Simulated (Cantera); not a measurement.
A Cantera script and its output.

```python
import numpy as np
import cantera as ct

gas = ct.Solution("gri30.yaml")
gas.TPX = 1198, 100000, {'H2': 0.82, 'O2': 1, 'N2': 1.4}
inlet = ct.Reservoir(gas, clone=True)

reactor = ct.IdealGasConstPressureReactor(gas, energy="off", clone=False)
exhaust = ct.Reservoir(gas, clone=True)
tau = [5.3, 1.4, 0.38, 0.1, 0.027, 0.0072, 0.0019, 0.00051, 0.00014][0]
for a, b in ((inlet, reactor), (reactor, exhaust)):
    ct.MassFlowController(a, b, mdot=lambda t: reactor.mass / tau)
net = ct.ReactorNet([reactor])
show = ['H2', 'O2', 'H2O', 'OH', 'N2O', 'NO2', 'HO2']

rows = []
print(f"{'tau/s':>10s}{'T/K':>9s}" + "".join(f"{s:>11s}" for s in show))
for tau in [5.3, 1.4, 0.38, 0.1, 0.027, 0.0072, 0.0019, 0.00051, 0.00014]:
    net.initial_time = 0.0
    net.advance(30 * tau)
    before = gas.X
    net.advance(40 * tau)
    drift = np.max(np.abs(gas.X - before) / (gas.X + 1e-9))
    rows.append([gas.T, *gas[show].X, drift])
    print(f"{tau:10.3e}{gas.T:9.1f}" + "".join(f"{x:11.3e}" for x in gas[show].X))
```

It prints:

```
     tau/s      T/K         H2         O2        H2O         OH        N2O        NO2        HO2
 5.300e+00   1198.0  9.588e-05  2.100e-01  2.917e-01  2.684e-05  3.850e-07  1.942e-08  4.492e-06
 1.400e+00   1198.0  2.523e-04  2.100e-01  2.915e-01  3.834e-05  5.677e-07  2.487e-08  1.115e-05
 3.800e-01   1198.0  6.186e-04  2.102e-01  2.911e-01  5.685e-05  6.158e-07  1.977e-08  2.475e-05
 1.000e-01   1198.0  1.450e-03  2.105e-01  2.901e-01  9.012e-05  5.469e-07  1.081e-08  4.977e-05
 2.700e-02   1198.0  3.058e-03  2.110e-01  2.882e-01  1.538e-04  4.338e-07  5.157e-09  8.632e-05
 7.200e-03   1198.0  5.921e-03  2.120e-01  2.847e-01  2.888e-04  3.187e-07  2.931e-09  1.321e-04
 1.900e-03   1198.0  1.093e-02  2.138e-01  2.787e-01  5.728e-04  2.182e-07  2.208e-09  1.825e-04
 5.100e-04   1198.0  1.972e-02  2.167e-01  2.678e-01  1.128e-03  1.394e-07  1.797e-09  2.303e-04
 1.400e-04   1198.0  3.517e-02  2.220e-01  2.481e-01  2.126e-03  8.313e-08  1.379e-09  2.661e-04
```

Computed with Cantera and GRI-Mech 3.0 (53 species, 325 reactions). The temperature is held fixed by assumption; the heat of reaction is taken as removed at once.
